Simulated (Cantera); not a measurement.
A perfectly stirred reactor is fed with NO : N2 = 1 : 0.5 (molar parts), at 0.375 atm; it is held at 2223 K, and followed from long to short residence time.

Model: GRI-Mech 3.0 (53 species, 325 reactions), integrated in Cantera.

One state of this run: x NO = 0.336; x NO2 = 0.000227; x O = 0.00213; x O2 = 0.164; x N2 = 0.498; x N2O = 4.58e-5. x: mole fraction; the columns are a selection and need not sum to one.

### Question
Which value of τ (s) does it belong to?
A) 0.0015
B) 0.14
C) 0.038
D) 0.0029

### Answer
B, 0.14
